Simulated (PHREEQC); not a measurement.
# Sulfide liquor: speciation

Dissolve 0.16 mol NH4HS, 0.033 mol NaOH and 5.1e-05 mol FeCl2 per kg of water at 50 °C. It is in equilibrium with CO2 at log p = 0 (atm). Otherwise closed; pH follows from the charge balance.

Model: ion-association model, wateq4f.dat, run in PHREEQC.

Each row changes one thing in this solution. This is a speciation only: nothing precipitates in the calculation.

```csv
case,pH,ionic strength (mol/kgw),HS- (mol/kgw),HCO3- (mol/kgw),H2S (mol/kgw),CO2 (mol/kgw),SI of Nahcolite (NaHCO3)
as made,6.80,0.190,0.105,0.0846,0.0548,0.0186,-2.49
FeCl2 from 5.1e-05 to 1.02e-05 mol/kgw,6.80,0.190,0.105,0.0846,0.0548,0.0186,-2.49
temperature from 50 to 60 °C,6.82,0.188,0.113,0.0754,0.0473,0.0158,-2.62
diluted 10-fold with water,6.12,0.0192,0.00386,0.0154,0.0121,0.0194,-4.08
NaOH from 0.033 to 0.0363 mol/kgw,6.81,0.193,0.106,0.0868,0.0538,0.0186,-2.44
NH4HS from 0.16 to 0.032 mol/kgw,6.58,0.0642,0.0161,0.0479,0.0158,0.0192,-2.66
temperature from 50 to 5 °C,6.74,0.192,0.0494,0.142,0.111,0.0615,-1.85
```

Carbamate, which ammonia and carbonate form, is missing from the database. Away from 25 °C the constants follow the database's enthalpies or fits; those with neither stay at their 25 °C values. The polysulfide entries of wateq4f.dat were taken out for this run.
